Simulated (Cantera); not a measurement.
# Catalytic stagnation flow on Pt

A jet of 6.99 % CH4, 9.32 % O2, 83.7 % N2 at 300 K and 105 Torr hits a platinum plate 2.2 cm away at a mass flux of 0.044 kg/m²/s; the plate temperature is set and raised in steps from an oxygen-covered start.

Detailed kinetics in Cantera: Deutschmann's 1995 Pt surface mechanism with GRI-Mech 3.0 gas chemistry. Catalytic surfaces can have several steady states; this one follows from the mechanism file's or the stated starting coverage.

| plate T (K) | wall x CH4 | wall x O2 | wall x H2O | wall x OH | wall x CO | wall x CO2 | θ free Pt | θ H* | θ CO* | θ C* |
|---|---|---|---|---|---|---|---|---|---|---|
| 850 | 0.0207 | 0.00755 | 0.0906 | <1e-8 | 0.0370 | 0.0170 | 0.362 | 5.50e-5 | 0.632 | 0.00565 |
| 900 | 0.0152 | 0.00558 | 0.0994 | <1e-8 | 0.0552 | 0.00218 | 0.440 | 0.000399 | 0.506 | 0.0540 |
| 950 | 0.0118 | 0.00444 | 0.0991 | <1e-8 | 0.0601 | 0.000535 | 0.512 | 0.00150 | 0.300 | 0.186 |
| 1000 | 0.00743 | 0.00292 | 0.0970 | <1e-8 | 0.0642 | 0.000983 | 0.656 | 0.00214 | 0.232 | 0.110 |
| 1050 | 0.00512 | 0.00212 | 0.0948 | <1e-8 | 0.0651 | 0.00267 | 0.796 | 0.00227 | 0.164 | 0.0377 |
| 1100 | 0.00420 | 0.00181 | 0.0919 | <1e-8 | 0.0633 | 0.00587 | 0.884 | 0.00217 | 0.100 | 0.0132 |
| 1150 | 0.00383 | 0.00171 | 0.0883 | <1e-8 | 0.0598 | 0.0103 | 0.936 | 0.00203 | 0.0571 | 0.00528 |
x: mole fraction at the wall; θ: surface coverage.
